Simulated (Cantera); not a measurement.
An isothermal, constant-pressure homogeneous reactor starts with 6.25 % C2H4, 93.8 % H2, at 1750 K and 0.0280 bar.

Computed with Cantera and GRI-Mech 3.0 (53 species, 325 reactions). GRI-Mech 3.0 was tuned for natural gas; its chemistry of ethylene as a main component is partial and can be far from experiment. GRI-Mech 3.0 stops at C3 and has no aromatics, soot or wall deposition, so with more carbon than oxygen in the feed, carbon stays in small species such as C2H2 where larger ones or solid carbon would form. Radical loss at walls, strong at low pressure, is not modelled.

x: mole fraction; the columns are a selection and need not sum to one.

```json
[
 {"t (s)": "0.000300", "x C2H4": "0.0613", "x H2": "0.938", "x C2H6": "1.58e-8", "x CH3": "2.34e-9", "x H": "3.75e-6", "x CH2": "3.13e-10", "x C2H": "3.27e-11"},
 {"t (s)": "0.000663", "x C2H4": "0.0598", "x H2": "0.938", "x C2H6": "3.01e-8", "x CH3": "4.84e-9", "x H": "8.29e-6", "x CH2": "7.15e-10", "x C2H": "1.60e-10"},
 {"t (s)": "0.00147", "x C2H4": "0.0564", "x H2": "0.938", "x C2H6": "5.40e-8", "x CH3": "9.35e-9", "x H": "1.81e-5", "x CH2": "…", "x C2H": "7.77e-10"},
 {"t (s)": "0.00324", "x C2H4": "0.0491", "x H2": "0.938", "x C2H6": "8.86e-8", "x CH3": "1.72e-8", "x H": "3.76e-5", "x CH2": "…", "x C2H": "3.55e-9"},
 {"t (s)": "0.00717", "x C2H4": "0.0346", "x H2": "0.939", "x C2H6": "1.04e-7", "x CH3": "2.74e-8", "x H": "6.66e-5", "x CH2": "…", "x C2H": "1.31e-8"},
 {"t (s)": "0.0158", "x C2H4": "0.0143", "x H2": "0.940", "x C2H6": "6.07e-8", "x CH3": "3.82e-8", "x H": "9.98e-5", "x CH2": "…", "x C2H": "3.39e-8"},
 {"t (s)": "0.0350", "x C2H4": "0.00136", "x H2": "0.941", "x C2H6": "9.38e-9", "x CH3": "7.12e-8", "x H": "0.000183", "x CH2": "3.90e-10", "x C2H": "7.86e-8"},
 {"t (s)": "0.0775", "x C2H4": "5.93e-5", "x H2": "0.941", "x C2H6": "7.18e-10", "x CH3": "1.85e-7", "x H": "0.000463", "x CH2": "1.39e-10", "x C2H": "2.03e-7"},
 {"t (s)": "0.171", "x C2H4": "5.36e-5", "x H2": "0.940", "x C2H6": "8.52e-10", "x CH3": "4.15e-7", "x H": "0.000944", "x CH2": "5.26e-10", "x C2H": "4.15e-7"},
 {"t (s)": "0.379", "x C2H4": "5.15e-5", "x H2": "0.940", "x C2H6": "8.62e-10", "x CH3": "8.04e-7", "x H": "0.00130", "x CH2": "…", "x C2H": "5.73e-7"},
 {"t (s)": "0.837", "x C2H4": "5.12e-5", "x H2": "0.940", "x C2H6": "8.69e-10", "x CH3": "1.47e-6", "x H": "0.00136", "x CH2": "…", "x C2H": "5.97e-7"},
 {"t (s)": "1.85", "x C2H4": "5.12e-5", "x H2": "0.940", "x C2H6": "9.06e-10", "x CH3": "2.88e-6", "x H": "0.00136", "x CH2": "…", "x C2H": "5.97e-7"},
 {"t (s)": "4.09", "x C2H4": "5.11e-5", "x H2": "0.940", "x C2H6": "1.06e-9", "x CH3": "5.77e-6", "x H": "0.00136", "x CH2": "…", "x C2H": "5.96e-7"},
 {"t (s)": "9.05", "x C2H4": "5.11e-5", "x H2": "0.940", "x C2H6": "1.54e-9", "x CH3": "1.06e-5", "x H": "0.00136", "x CH2": "…", "x C2H": "5.95e-7"},
 {"t (s)": "20.0", "x C2H4": "5.10e-5", "x H2": "0.940", "x C2H6": "2.15e-9", "x CH3": "1.45e-5", "x H": "0.00136", "x CH2": "…", "x C2H": "5.94e-7"}
]
```

### Question
Complete the blanks.

### Answer

- 0.00147, x CH2: 1.51e-9
- 0.00324, x CH2: 2.76e-9
- 0.00717, x CH2: 3.46e-9
- 0.0158, x CH2: 2.14e-9
- 0.379, x CH2: 1.30e-9
- 0.837, x CH2: 2.40e-9
- 1.85, x CH2: 4.59e-9
- 4.09, x CH2: 9.09e-9
- 9.05, x CH2: 1.66e-8
- 20.0, x CH2: 2.26e-8
